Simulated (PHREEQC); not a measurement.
Make-up at 25 °C: 0.0028 mol KOH, 9.8e-05 mol KNO3 and 4.5e-06 mol CO2 per kg of water. Closed to the air; pH follows from the charge balance.

Model: ion-association model, wateq4f.dat, run in PHREEQC.

Problem. The ionic strength comes out as 0.00290 mol/kgw. What activity coefficients do NO3-, OH-, K+, CO3-2 get?

Solution. NO3- 0.94, OH- 0.94, K+ 0.94, CO3-2 0.79.

Precipitation was switched off in this run.
